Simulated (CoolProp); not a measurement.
Vapour-liquid equilibrium of carbon dioxide (1) + isopentane (2) at -40.95 °C; x and y are mole fractions of (1).

Model: multi-fluid Helmholtz-energy mixture model, Span 1996 and Lemmon 2006; pair parameters Kunz 2012, in CoolProp.

```
x     bubble pressure (MPa)  y at the bubble point  dew pressure at overall composition x (MPa)  liquid density (mol/L)
----  ---------------------  ---------------------  -------------------------------------------  ----------------------
0.05                0.09563                  0.958                                     0.004264                   9.649
0.2                  0.3474                  0.989                                     0.005064                   10.56
0.35                 0.5262                  0.993                                     0.006234                   11.77
0.5                       …                  0.995                                     0.008104                       …
0.65                 0.7118                      …                                      0.01157                   15.59
0.8                  0.7955                  0.997                                      0.02024                   18.72
0.95                 0.9174                      …                                      0.08060                   23.37
```

Problem. Fill in the missing entries.

Solution. 
- 0.5, bubble pressure (MPa): 0.6353
- 0.5, liquid density (mol/L): 13.39
- 0.65, y at the bubble point: 0.996
- 0.95, y at the bubble point: 0.999

No azeotrope shows between x = 0.05 and 0.95.

The pair parameters rest on a limited set of measurements; away from them the model extrapolates. The gap from Raoult's law changes sign with composition, which may be real or a fault of the pair parameters; it wasn't checked against measurements. With so large a gap from Raoult's law the liquid may split in two, which this calculation doesn't test in full.
